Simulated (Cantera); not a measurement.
# SiHCl3 + H2 (silicon epitaxy and polysilicon growth)

Feed: 1 mol SiHCl3, 14 mol H2, equilibrated at 1325 K and 0.100 bar.

Method: chemical equilibrium by Gibbs-energy minimisation in Cantera with the NASA 1993 tables (ideal gas, pure condensed phases). Candidate condensed phases: Si; 19 gas species. The tables' values for SiCl3 are old estimates; treat these amounts as uncertain. Kinetics and transport are ignored.

```json
{
  "x(H2)": "0.875",
  "x(HCl)": "0.0842",
  "x(SiCl2)": "0.0222",
  "x(SiCl4)": "0.00787",
  "x(SiCl3)": "0.00567",
  "x(SiHCl3)": "0.00419",
  "x(SiH2Cl2)": "0.000320",
  "x(SiH3Cl)": "6.90e-6",
  "x(H)": "4.84e-6",
  "n(Si(s))": "0.365 mol",
  "gas_amount": "15.76 mol"
}
```
